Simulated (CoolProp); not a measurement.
Vapour-liquid equilibrium of propylene (1) + R152A (2) at 0.198 MPa; x and y are mole fractions of (1).

Computed with CoolProp (multi-fluid Helmholtz-energy mixture model, Lemmon 2013 and Outcalt 1996; pair parameters Bell 2016).

### Question
Give the bubble temperature and the first vapour's composition at x = 0.2, 0.35, 0.5. Is there an azeotrope?

### Answer
x = 0.2: 251.3 K, y = 0.520; x = 0.35: 246.6 K, y = 0.657; x = 0.5: 244.1 K, y = 0.731. y crosses x between x = 0.8 and 0.95: the model has an azeotrope there.

The pair parameters rest on a limited set of measurements; away from them the model extrapolates.
